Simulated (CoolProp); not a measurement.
Vapour-liquid equilibrium of CH2F2 (R32) (1) + R125 (2) at 5.9 bar; x and y are mole fractions of (1).

Values from CoolProp's multi-fluid Helmholtz-energy mixture model, Tillner-Roth 1997 and Lemmon 2005; pair parameters Lemmon 2004.

```csv
x,"bubble temperature, mixture model (K)","bubble temperature, Raoult's law (K)","y, mixture model","y, Raoult's law"
0.05,268.6,268.8,0.064,0.060
0.125,267.8,268.4,0.156,0.147
0.2,267.1,267.9,0.243,0.232
0.275,266.4,267.5,0.324,0.315
0.35,265.8,267.0,0.402,0.394
0.425,265.3,266.6,0.475,0.472
0.5,264.8,266.2,0.545,0.547
0.575,264.4,265.7,0.613,0.621
0.65,264.1,265.3,0.679,0.692
0.725,263.8,264.9,0.745,0.761
0.8,263.6,264.5,0.811,0.829
0.875,263.5,264.1,0.879,0.894
0.95,263.5,263.8,0.950,0.958
```

The largest gap from Raoult's law is -1.4 K in bubble temperature, at x = 0.5. y crosses x between x = 0.875 and 0.95: the model has an azeotrope there.

Pair parameters are fitted to limited data, so mixtures are less certain than the pure fluids.
